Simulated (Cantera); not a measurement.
A closed system holds: 1 mol Si3H8, 0.021 mol HCl, 120 mol N2, held at 1350 °C and 0.960 bar.

Equilibrium computed with Cantera from the NASA thermochemical tables; the gas is ideal and each condensed phase is pure. Candidate condensed phases: NH4Cl, Si, Si3N4; 28 gas species. The feed counts by its element totals alone. Equilibrium is a limit: real reactors are often held back by kinetics, nucleation or transport.

Base state: N2 0.967, H2 0.0328, HCl 0.000172, H 1.28e-5 (mole fractions); condensed: Si3N4(s).

What changes in the equilibrium state with this change: Si3H8 replaced by SiH2Cl2?


```csv
species,before,after
N2,0.967,0.984
HCl,0.000172,0.0119
H2,0.0328,0.00235
SiCl2,1.93e-8,0.00128
SiCl3,<1e-9,0.000371
SiCl4,<1e-9,0.000251
Cl,5.28e-8,1.37e-5
H,1.28e-5,3.42e-6
"Si3N4(s), mol",1.000,0.256
```
The tables' values for SiCl3 are old estimates; treat these amounts as uncertain.

What changes in the equilibrium state with this change: Si3H8 replaced by SiHCl3?


```csv
species,before,after
N2,0.967,0.986
HCl,0.000172,0.00762
SiCl2,1.93e-8,0.00321
H2,0.0328,0.000381
SiCl4,<1e-9,0.00158
SiCl3,<1e-9,0.00147
SiHCl3,<1e-9,1.23e-5
"Si3N4(s), mol",1.000,0.0789
```
The tables' values for SiCl3 are old estimates; treat these amounts as uncertain.
